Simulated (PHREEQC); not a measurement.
A PHREEQC speciation (ion-association model, wateq4f.dat) at 25 °C gives pH 2.80 and these molalities:

| species | mol/kgw |
|---|---|
| Zn+2 | 0.0824 |
| H2PO4- | 0.0808 |
| K+ | 0.0704 |
| ZnSO4 | 0.0565 |
| SO4-2 | 0.0530 |
| Zn(SO4)2-2 | 0.0211 |
| H3PO4 | 0.0122 |
| KSO4- | 0.00555 |
| HSO4- | 0.00272 |
| H+ | 0.00206 |
| HPO4-2 | 9.47e-6 |

Problem. What are the element totals, and what could have been dissolved in 1 kg of water to give them?

Solution. Several could match; the one computed here: totals K 0.0760, P 0.0930, S(6) 0.160, Zn 0.160 mol/kgw, from 55 mmol/kgw H3PO4, 38 mmol/kgw K2HPO4 and 160 mmol/kgw ZnSO4.

No solid was allowed to form. H3PO4, which wateq4f.dat lacks, is added to it with the constant of phreeqc.dat. The database has no phosphate complexes of Zn.
